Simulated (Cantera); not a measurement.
Feed: 1 mol ZrO2, 0.88 mol H2, held at 15.0 Pa.

Cantera equilibrium calculation (NASA polynomials, part measured and part estimated; ideal gas, pure solids and liquids). Candidate condensed phases: H2O, Zr, ZrO2; 12 gas species. Kinetics and transport are ignored.

log p: log10 of the partial pressure in bar; n: condensed amount in mol.

| T (°C) | log p H2 | log p H | log p H2O | log p ZrO | log p Zr | n ZrO2(monoclinic) | n ZrO2(tetragonal) |
|---|---|---|---|---|---|---|---|
| 1050 | -3.82 | -7.71 | -13.69 | [?] | <-15 | 1.00 | 0 |
| 1100 | -3.82 | -7.39 | -13.27 | [?] | -15.80 | 1.00 | 0 |
| 1150 | -3.82 | -7.09 | -12.87 | [?] | -15.00 | 1.00 | 0 |
| 1200 | -3.82 | -6.81 | -12.50 | [?] | -14.24 | 1.00 | 0 |
| 1250 | -3.82 | -6.55 | -12.17 | [?] | -13.54 | 0 | 1.00 |
| 1300 | -3.83 | -6.30 | -11.73 | [?] | -13.12 | 0 | 1.00 |
| 1350 | -3.83 | -6.07 | -11.28 | [?] | -12.82 | 0 | 1.00 |
| 1400 | -3.83 | -5.86 | -10.84 | [?] | -12.55 | 0 | 1.00 |

Q: Complete the blanks.

A: 
- 1050, log p ZrO: -15.56
- 1100, log p ZrO: -14.66
- 1150, log p ZrO: -13.83
- 1200, log p ZrO: -13.05
- 1250, log p ZrO: -12.33
- 1300, log p ZrO: -11.77
- 1350, log p ZrO: -11.30
- 1400, log p ZrO: -10.86
